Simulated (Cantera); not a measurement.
Cantera run:

```python
import numpy as np
import cantera as ct

gas_names = """
    H HO2 H2 H2O H2O2 Hg O OH O2 O3
""".split()
cond_names = """
    H2O(s) H2O(L) Hg(cr) Hg(L) HgO(s)
""".split()


def load(file, names, dense=False):
    # The tables refer to 1 bar. Condensed volumes are neglected.
    table = {s.name: s for s in ct.Species.list_from_file(file)}
    out = []
    for n in names:
        d = dict(table[n].input_data)
        d["thermo"] = dict(d["thermo"], **{"reference-pressure": 1e5})
        if dense:
            d["equation-of-state"] = {"model": "constant-volume", "density": "1e6 g/cm^3"}
        out.append(ct.Species.from_dict(d))
    return out


gas = ct.Solution(thermo="ideal-gas", species=load("nasa_gas.yaml", gas_names))
cond = {s.name: ct.Solution(thermo="fixed-stoichiometry", species=[s], name=s.name)
        for s in load("nasa_condensed.yaml", cond_names, dense=True)}
atoms = {
    'HgO': {'Hg': 1, 'O': 1},
    'H2': {'H': 2},
}
top_T = {}  # K; cautious upper limits of use, not melting points


def equilibrate(T, P, feed):
    n = {}
    for name, mol in feed.items():
        for a, k in atoms[name].items():
            n[a] = n.get(a, 0.0) + k * mol
    gas.TPX = T, P, n
    mass = sum(n.values()) * gas.mean_molecular_weight
    gas.equilibrate("TP")
    valid = [c for c in cond.values() if c.min_temp <= T <= top_T.get(c.name, c.max_temp)]
    mix = ct.Mixture([(gas, mass / gas.mean_molecular_weight)] + [(c, 0.0) for c in valid])
    mix.T, mix.P = T, P
    mix.equilibrate("TP", solver="vcs", rtol=1e-11, max_steps=5000)
    return mix


results = []
T = 1175  # K
P = 130000  # Pa
for m in [3.3, 4.2, 5.3, 6.8, 8.6, 11, 14, 18, 22, 28, 36, 45, 58]:
    feed = {'HgO': 1, 'H2': m}  # mol
    mix = equilibrate(T, P, feed)
    results.append((T, P, feed, dict(zip(mix.species_names, mix.species_moles))))

top = {s: max(r[3][s] / sum(r[3][g] for g in gas_names) for r in results) for s in gas_names}
cols = sorted((s for s in top if top[s] > 0.001), key=lambda s: -top[s])[:7]
seen = [c for c in cond_names if any(r[3].get(c, 0) > 1e-12 for r in results)]
print("log10 of partial pressures in bar; condensed amounts in mol")
print(f"{'n(H2)':>10s}" + "".join(f"{s[:9]:>10s}" for s in cols + seen))
for T, P, feed, n in results:
    ng = sum(n[g] for g in gas_names)
    print(f"{feed['H2']:10.4g}" + "".join(f"{np.log10(max(n[s] / ng * P / 1e5, 1e-99)):10.3f}" for s in cols)
          + "".join(f"{n.get(c, 0):10.4g}" for c in seen))
```

It prints:

```
log10 of partial pressures in bar; condensed amounts in mol
     n(H2)        H2        Hg       H2O
       3.3    -0.158    -0.520    -0.520
       4.2    -0.097    -0.602    -0.602
       5.3    -0.052    -0.685    -0.685
       6.8    -0.015    -0.778    -0.778
       8.6     0.012    -0.868    -0.868
        11     0.035    -0.965    -0.965
        14     0.052    -1.062    -1.062
        18     0.066    -1.165    -1.165
        22     0.074    -1.248    -1.248
        28     0.083    -1.348    -1.348
        36     0.090    -1.454    -1.454
        45     0.095    -1.549    -1.549
        58     0.099    -1.657    -1.657
```

Equilibrium computed with Cantera from the NASA thermochemical tables; the gas is ideal and each condensed phase is pure.
